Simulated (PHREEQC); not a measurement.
A solution holds 0.001 mol NH3, 0.00064 mol K2SO4 and 3.6e-06 mol CO2 per kg of water, at 25 °C. Closed to the air; pH follows from the charge balance.

Model: ion-association model, phreeqc.dat, run in PHREEQC.

Each row changes one thing in this solution. Precipitation was switched off in this run.

```tsv
case	pH	ionic strength (mol/kgw)	NH3 (mol/kgw)	NH4+ (mol/kgw)
as made	10.08	0.00204	0.000866	0.000133
CO2 left out	10.09	0.00204	0.000869	0.000130
temperature from 25 to 45 °C	9.49	0.00204	0.000863	0.000136
diluted 100-fold with water	8.85	2.64e-5	2.84e-6	7.16e-6
K2SO4 from 0.00064 to 0.0064 mol/kgw	10.09	0.0187	0.000852	0.000141
diluted 10-fold with water	9.52	0.000227	6.52e-5	3.48e-5
0.0012 mol/kgw TMAH added	___	0.00313	0.000983	___
K2SO4 replaced by KHCO3 at the same molality	9.79	0.00102	0.000774	0.000226
```

Q: What belongs in the gaps?

A: 
- 0.0012 mol/kgw TMAH added, pH: 11.05
- 0.0012 mol/kgw TMAH added, NH4+ (mol/kgw): 1.64e-5

Species that the database lacks are ignored. (CH3)4N+ isn't in the database: it is added as a free cation with an ion size of 4 Å. At this temperature some constants are extrapolated from 25 °C, and those without enthalpy data are left unchanged.
